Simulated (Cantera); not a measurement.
A closed system holds: 1 mol C2H6, 0.5 mol H2, at 0.0310 bar.

Cantera equilibrium calculation (NASA polynomials, part measured and part estimated; ideal gas, pure solids and liquids). Candidate condensed phases: C, C6H6, C7H8, C8H18; 76 gas species. The numbers say what is thermodynamically allowed, not how fast it happens.

Task: At 2300 K, list the 4 most abundant gas species with their mole fractions, and the condensed phases.

Result: H2 0.943, H 0.0534, C2H2 (acetylene) 0.00407, C2H 1.04e-5. Condensed: C(graphite).
